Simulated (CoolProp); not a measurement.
R113 along the isotherm 244.1 K: fugacity coefficient from the reference equation and from simpler models built on Tc = 487.2 K, pc = 3392 kPa, ω = 0.253; each cubic takes its own stable root.

Model: reference Helmholtz-energy equation of state, Marx 1992, in CoolProp.

```csv
p (kPa),phase,reference
636,liquid,0.004868
1270,liquid,0.002524
1910,liquid,0.001738
2540,liquid,0.001352
3180,liquid,0.001119
3820,liquid,0.0009642
4450,liquid,0.0008566
5090,liquid,0.0007754
```

Q: How far does each simpler model (Redlich-Kwong, Soave-Redlich-Kwong, Peng-Robinson) lie from the reference over these 8 states: mean and median of the absolute difference, and the worst?

A: 
- Redlich-Kwong: mean 166.3 %, median 166.3 %, worst +169.7 % at 244.1 K and 5090 kPa
- Soave-Redlich-Kwong: mean 2.1 %, median 2.1 %, worst +3.1 % at 244.1 K and 5090 kPa
- Peng-Robinson: mean 8.0 %, median 8.0 %, worst +8.5 % at 244.1 K and 636 kPa
